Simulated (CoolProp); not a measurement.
A closed Brayton cycle with dry air: compressor inlet 321.15 K and 2.2 MPa, high pressure 5.6 MPa, turbine inlet 840 K, compressor efficiency 0.89, turbine efficiency 0.93, recuperator effectiveness 0 (on enthalpy, no pinch check). Each further row changes one setting.

Model: reference Helmholtz-energy equation of state, Lemmon 2000, in CoolProp. It is a pseudo-pure fit of the blend.

| case | thermal efficiency (%) | net work (kJ/kg) | compressor to turbine work | compressor exit (K) | turbine exit (K) |
|---|---|---|---|---|---|
| as stated | 17.4 | 76.5 | 0.59 | 432.0 | 668.9 |
| turbine inlet 790 K | 17.0 | 65.1 | 0.63 | 432.0 | 627.6 |
| compressor inlet 331.15 K | 17.1 | 72.9 | 0.61 | 445.2 | 668.9 |
| high pressure 4.76 MPa | 14.9 | 68.6 | 0.57 | 410.6 | 696.2 |
| recuperator effectiveness 0.5 | 24.3 | 76.5 | 0.59 | 432.0 | 668.9 |
